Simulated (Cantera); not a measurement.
What does this Cantera script print?

```python
import numpy as np
import cantera as ct

gas_names = [...]  # 115 gases of nasa_gas.yaml made of C, Ca, H, O
cond_names = """
    C(gr) C6H6(L) C7H8(L) C8H18(L),n-octa Ca(a) Ca(b) Ca(L) CaCO3(caL) CaO(s) CaO(L) CaO2H2(s) H2O(s)
    H2O(L)
""".split()


# ... load() reads the species with a 1 bar reference pressure and builds the phases ...
atoms = {
    'Ca(OH)2': {'Ca': 1, 'O': 2, 'H': 2},
    'CO2': {'C': 1, 'O': 2},
    'H2': {'H': 2},
}
top_T = {'C(gr)': 4500}  # K; cautious upper limits of use, not melting points


# ... equilibrate(T, P, feed) seeds the gas with the atoms and calls Mixture.equilibrate('TP', solver="vcs", rtol=1e-11, max_steps=5000) ...
results = []
feed = {'Ca(OH)2': 1, 'CO2': 0.035, 'H2': 6.3}  # mol
T = 2075  # K
P = 1000  # Pa
mix = equilibrate(T, P, feed)
results.append((T, P, feed, dict(zip(mix.species_names, mix.species_moles))))
x = sorted(zip(gas.X, gas.species_names), reverse=True)
print(f"T = {T:g} K  P = {P:g} Pa  gas = {mix.phase_moles(0):.4g} mol")
print("   x: " + "  ".join(f"{s} {v:.3e}" for v, s in x if v > 0.001))
print("   condensed (mol): " + ("  ".join(f"{mix.phase(i).name} {mix.phase_moles(i):.4g}"
      for i in range(1, mix.n_phases) if mix.phase_moles(i) > 1e-12) or "none"))
```

Output:

```
T = 2075 K  P = 1000 Pa  gas = 7.429 mol
   x: H2 8.313e-01  H2O 1.389e-01  H 2.429e-02  CO 4.555e-03
   condensed (mol): CaO(s) 0.9976
```

Equilibrium computed with Cantera from the NASA thermochemical tables; the gas is ideal and each condensed phase is pure.
